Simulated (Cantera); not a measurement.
## Transport properties of process gases

Gas mixture: 46.3 % H2O, 53.7 % O2, at 1.01 bar, frozen composition.

Cantera's kinetic-theory transport with the Lennard-Jones parameters of GRI-Mech 3.0, ideal gas; thermal conductivity in the mixture-averaged form. Polar gases are described roughly by these parameters.

| T (K) | ρ (kg/m³) | cp (J/kg/K) | μ (µPa s) | λ (mW/m/K) | Pr | D (cm²/s) CH3 | D (cm²/s) CH4 | D (cm²/s) NO |
|---|---|---|---|---|---|---|---|---|
| 400 | 0.778 | 1255 | 20.3 | 35.3 | 0.723 | 0.392 | 0.387 | 0.361 |
| 500 | 0.622 | 1293 | 24.6 | 44.3 | 0.718 | 0.588 | 0.580 | 0.538 |
| 600 | 0.518 | 1334 | 28.7 | 53.5 | 0.715 | 0.813 | 0.804 | 0.742 |
| 700 | 0.444 | 1375 | 32.6 | 62.9 | 0.712 | 1.06 | 1.05 | 0.969 |
| 800 | 0.389 | 1413 | 36.3 | 72.3 | 0.709 | 1.34 | 1.33 | 1.22 |
| 900 | 0.346 | 1448 | 39.9 | 81.8 | 0.707 | 1.64 | 1.63 | 1.49 |
| 1000 | 0.311 | 1483 | 43.4 | 91.2 | 0.705 | 1.97 | 1.96 | 1.78 |
D: mixture-averaged diffusion coefficient of that species in the mixture.
